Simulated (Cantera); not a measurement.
A perfectly stirred reactor is fed with H2 : O2 : N2 = 0.54 : 1 : 0.91 (molar parts), equivalence ratio 0.27, at 150 Torr; it is held at 948 K, and followed from long to short residence time.

Computed with Cantera and GRI-Mech 3.0 (53 species, 325 reactions). Below about 950 K walls govern HO2 and H2O2 in real vessels. The temperature is held fixed by assumption; the heat of reaction is taken as removed at once.

Predict: x(H2) at τ = 2.00 s; x(O2) at τ = 2.00 s; x(HO2) at τ = 2.00 s; x(H) at τ = 2.00 s; x(H2O) at τ = 2.00 s; x(H2) at τ = 83.0 ms; x(O2) at τ = 83.0 ms; x(HO2) at τ = 83.0 ms; x(H) at τ = 83.0 ms; x(H2O) at τ = 83.0 ms.


```json
{
 "x(H2) at τ = 2.00 s": "0.00912",
 "x(O2) at τ = 2.00 s": "0.338",
 "x(HO2) at τ = 2.00 s": "5.96e-5",
 "x(H) at τ = 2.00 s": "1.55e-6",
 "x(H2O) at τ = 2.00 s": "0.237",
 "x(H2) at τ = 83.0 ms": "0.0169",
 "x(O2) at τ = 83.0 ms": "0.340",
 "x(HO2) at τ = 83.0 ms": "9.54e-5",
 "x(H) at τ = 83.0 ms": "3.52e-5",
 "x(H2O) at τ = 83.0 ms": "0.229"
}
```
